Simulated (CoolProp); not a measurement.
Toluene along the isotherm 620 K: fugacity coefficient from the reference equation and from simpler models built on Tc = 591.7 K, pc = 4.126 MPa, ω = 0.266; each cubic takes its own stable root.

Values from CoolProp's reference Helmholtz-energy equation of state, Lemmon 2006. It is a short technical equation, of lower accuracy than the large ones.

```csv
p (MPa),phase,reference
0.0652,gas,0.9950
0.11,gas,0.9916
0.186,gas,0.9858
0.314,gas,0.9762
0.529,gas,0.9600
0.893,gas,0.9329
1.51,gas,0.8877
2.54,gas,0.8142
4.29,supercritical,0.6927
7.24,supercritical,0.5022
12.2,supercritical,0.3585
20.6,supercritical,0.2794
```

### Question
How far does each simpler model (van der Waals, Redlich-Kwong, Peng-Robinson) lie from the reference over these 12 states: mean and median of the absolute difference, and the worst?

### Answer
- van der Waals: mean 4.8 %, median 1.4 %, worst +26.1 % at 620 K and 20.6 MPa
- Redlich-Kwong: mean 1.9 %, median 0.5 %, worst +9.4 % at 620 K and 20.6 MPa
- Peng-Robinson: mean 0.7 %, median 0.3 %, worst +3.0 % at 620 K and 20.6 MPa
